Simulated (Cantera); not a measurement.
SiHCl₃ + C₂H₂ + H₂ (silicon carbide growth)

A closed system holds: 1 mol SiHCl₃, 0.098 mol C₂H₂, 1600 mol H₂, at 13.3 mbar.

Equilibrium computed with Cantera from the NASA thermochemical tables; the gas is ideal and each condensed phase is pure. Candidate condensed phases: C, C₆H₆, C₇H₈, C₈H₁₈, Si, SiC; 109 gas species. Mutual solubility and eutectic melting of coexisting phases are not modelled. Gases not in the tables: Si₂H₆ and higher silanes. Rates play no part.

```json
[
 {"T (K)": "1198", "x H₂": "0.998", "x H": "1.64e-6", "x HCl": "0.00186", "x Si": "9.66e-11", "n Si(s)": "0.791", "n SiC(s)": "0.195", "n Si(l)": "0"},
 {"T (K)": "1273", "x H₂": "0.998", "x H": "6.17e-6", "x HCl": "0.00185", "x Si": "1.35e-9", "n Si(s)": "0.790", "n SiC(s)": "0.195", "n Si(l)": "0"},
 {"T (K)": "1348", "x H₂": "0.998", "x H": "2.00e-5", "x HCl": "0.00185", "x Si": "1.41e-8", "n Si(s)": "0.789", "n SiC(s)": "0.196", "n Si(l)": "0"},
 {"T (K)": "1423", "x H₂": "0.998", "x H": "5.75e-5", "x HCl": "0.00185", "x Si": "1.15e-7", "n Si(s)": "0.787", "n SiC(s)": "0.196", "n Si(l)": "0"},
 {"T (K)": "1498", "x H₂": "0.998", "x H": "0.000149", "x HCl": "0.00185", "x Si": "7.53e-7", "n Si(s)": "0.783", "n SiC(s)": "0.196", "n Si(l)": "0"},
 {"T (K)": "1573", "x H₂": "0.998", "x H": "0.000352", "x HCl": "0.00185", "x Si": "4.12e-6", "n Si(s)": "0.771", "n SiC(s)": "0.196", "n Si(l)": "0"},
 {"T (K)": "1648", "x H₂": "0.997", "x H": "0.000770", "x HCl": "0.00185", "x Si": "1.93e-5", "n Si(s)": "0.732", "n SiC(s)": "0.195", "n Si(l)": "0"},
 {"T (K)": "1723", "x H₂": "0.996", "x H": "0.00158", "x HCl": "0.00184", "x Si": "7.38e-5", "n Si(s)": "0", "n SiC(s)": "0.195", "n Si(l)": "0.615"},
 {"T (K)": "1798", "x H₂": "0.995", "x H": "0.00304", "x HCl": "0.00184", "x Si": "0.000231", "n Si(s)": "0", "n SiC(s)": "0.191", "n Si(l)": "0.303"},
 {"T (K)": "1873", "x H₂": "0.992", "x H": "0.00557", "x HCl": "0.00184", "x Si": "0.000407", "n Si(s)": "0", "n SiC(s)": "0.182", "n Si(l)": "0"}
]
```
x: gas mole fraction; n: condensed amount in mol.

From 1198 K to 1648 K the condensed part is Si(s) + SiC(s). From 1723 K to 1798 K the condensed part is Si(l) + SiC(s). At 1873 K the condensed part is SiC(s). The main Si-bearing gas is SiCl₂ at 1198 K and Si at 1873 K. The share of Si in condensed phases is highest at 1198 K (98.7 %) and lowest at 1873 K (18.2 %).
